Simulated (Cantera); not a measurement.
An isothermal, constant-pressure homogeneous reactor starts with CH4 : CO2 : H2 = 1 : 0.66 : 1.9 (molar parts), at 1723 K and 4.93 atm. Integrator tolerance rtol = 1e-08.

Cantera simulation using GRI-Mech 3.0 (53 species, 325 reactions); the numbers are that mechanism's predictions, not measurements.

Task: What does this change do: temperature 1723 to 1325 K?

Result: 
| quantity | before | after |
|---|---|---|
| x(CH4) at 10.0 s | 0.0355 (gas-phase equilibrium 0.0354) | 0.270 (gas-phase equilibrium 0.0712) |
| x(CO2) at 10.0 s | 2.49e-5 (gas-phase equilibrium 2.73e-6) | 0.0445 (gas-phase equilibrium 0.000279) |
| x(H2) at 10.0 s | 0.686 (gas-phase equilibrium 0.686) | 0.401 (gas-phase equilibrium 0.658) |
| x(C2H6) at 10.0 s | 1.33e-5 (gas-phase equilibrium 1.33e-5) | 0.000276 (gas-phase equilibrium 1.20e-5) |
| x(HCO) at 10.0 s | 6.60e-8 (gas-phase equilibrium 6.60e-8) | 1.15e-9 (gas-phase equilibrium 2.85e-9) |
